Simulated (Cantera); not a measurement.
# Adiabatic ignition

An adiabatic, constant-volume homogeneous reactor starts with 6.77 % CH4, 1.62 % C2H6, 19.2 % O2, 72.4 % N2, equivalence ratio 1.0, at 1500 K and 225 Torr.

Computed with Cantera and GRI-Mech 3.0 (53 species, 325 reactions).

```
t (s)     T (K)  P (bar)   x CH4   x C2H6    x O2     x H2O     x CH3    x C2H2     x HCO
--------  -----  -------  ------  -------  ------  --------  --------  --------  --------
2.00e-6    1500    0.300  0.0677   0.0162   0.192   2.23e-8   2.27e-5    <1e-12    <1e-12
5.40e-6    1500    0.300  0.0677   0.0162   0.192   2.87e-7   6.09e-5  2.68e-12  5.65e-12
1.46e-5    1499    0.300  0.0677   0.0161   0.192   3.33e-6  0.000162  1.21e-10  9.52e-11
3.94e-5    1498    0.300  0.0676   0.0160   0.192   4.25e-5  0.000423   7.00e-9   2.74e-9
0.000106   1496    0.300  0.0669   0.0149   0.191  0.000806   0.00108   8.83e-7   2.15e-7
0.000287   1645    0.336  0.0495  0.00432   0.167    0.0238   0.00340  0.000362   3.14e-5
0.000775   2781    0.599  <1e-12   <1e-12  0.0279     0.126    <1e-12    <1e-12   4.82e-8
0.00209    2801    0.602  <1e-12   <1e-12  0.0253     0.128    <1e-12    <1e-12   4.79e-8
0.00565    2798    0.601  <1e-12   <1e-12  0.0242     0.128    <1e-12    <1e-12   4.77e-8
0.0152     2797    0.601  <1e-12   <1e-12  0.0241     0.128    <1e-12    <1e-12   4.77e-8
0.0412     2797    0.601  <1e-12   <1e-12  0.0241     0.128    <1e-12    <1e-12   4.77e-8
0.111      2797    0.601  <1e-12   <1e-12  0.0241     0.128    <1e-12    <1e-12   4.77e-8
0.300      2797    0.601  <1e-12   <1e-12  0.0241     0.128    <1e-12    <1e-12   4.77e-8
```
x: mole fraction; the columns are a selection and need not sum to one.

- time of steepest temperature rise: 0.337 ms
- temperature at 0.300 s: 2797 K
- equilibrium temperature: 2797 K
- x(CH4) at 0.300 s: <1e-12 (gas-phase equilibrium <1e-12)
- x(C2H6) at 0.300 s: <1e-12 (gas-phase equilibrium <1e-12)
- x(O2) at 0.300 s: 0.0241 (gas-phase equilibrium 0.0241)
